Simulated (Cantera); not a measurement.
## Hydrocarbon pyrolysis for carbon deposition

An isothermal, constant-pressure homogeneous reactor starts with CH4 : N2 = 1 : 74 (molar parts), at 1500 K and 10.00 Torr.

Model: GRI-Mech 3.0 (53 species, 325 reactions), integrated in Cantera. GRI-Mech 3.0 stops at C3 and has no aromatics, soot or wall deposition, so with more carbon than oxygen in the feed, carbon stays in small species such as C2H2 where larger ones or solid carbon would form. Radical loss at walls, strong at low pressure, is not modelled.

| t (s) | x CH4 | x CH3 | x C2H6 | x HCN | x H | x C2H2 |
|---|---|---|---|---|---|---|
| 1.00e-5 | 0.0133 | 5.86e-10 | <1e-12 | <1e-12 | 5.66e-10 | <1e-12 |
| 3.30e-5 | 0.0133 | 2.00e-9 | <1e-12 | <1e-12 | 1.79e-9 | <1e-12 |
| 0.000109 | 0.0133 | 7.30e-9 | <1e-12 | <1e-12 | 5.22e-9 | <1e-12 |
| 0.000358 | 0.0133 | 2.94e-8 | <1e-12 | <1e-12 | 1.18e-8 | <1e-12 |
| 0.00118 | 0.0133 | 1.20e-7 | <1e-12 | <1e-12 | 1.64e-8 | <1e-12 |
| 0.00389 | 0.0133 | 4.32e-7 | 4.06e-12 | <1e-12 | 1.66e-8 | <1e-12 |
| 0.0128 | 0.0133 | 1.46e-6 | 1.41e-10 | <1e-12 | 1.67e-8 | 1.02e-12 |
| 0.0423 | 0.0133 | 4.85e-6 | 3.78e-9 | <1e-12 | 1.73e-8 | 1.27e-10 |
| 0.140 | 0.0133 | 1.59e-5 | 6.78e-8 | <1e-12 | 2.35e-8 | 1.53e-8 |
| 0.460 | 0.0132 | 5.06e-5 | 8.28e-7 | 1.05e-11 | 9.40e-8 | 1.81e-6 |
| 1.52 | 0.0123 | 0.000125 | 5.28e-6 | 1.72e-9 | 1.07e-6 | 0.000177 |
| 5.00 | 0.00783 | 9.43e-5 | 2.84e-6 | 6.13e-8 | 5.08e-6 | 0.00246 |
x: mole fraction; the columns are a selection and need not sum to one.

Equilibrium at this temperature and pressure: CH4 7.68e-7, CH3 1.70e-8, C2H6 <1e-12, HCN 0.0120, H 2.16e-5, C2H2 0.000603 (gas phase only).
